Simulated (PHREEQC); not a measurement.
A solution holds 0.044 mol CsOH, 3.2e-05 mol CO2, 0.074 mol Na2CO3 and 0.043 mol Na2SO4 per kg of water, at 25 °C. Closed to the air; pH follows from the charge balance.

The numbers come from PHREEQC with the ion-association model, wateq4f.dat.

The ionic strength comes out as 0.306 mol/kgw. What activity coefficients do SO4-2, NaCO3-, OH-, Cs+, CO3-2 get?

SO4-2 0.25, NaCO3- 0.72, OH- 0.67, Cs+ 0.73, CO3-2 0.27.

No solid was allowed to form. Species that the database lacks are ignored.
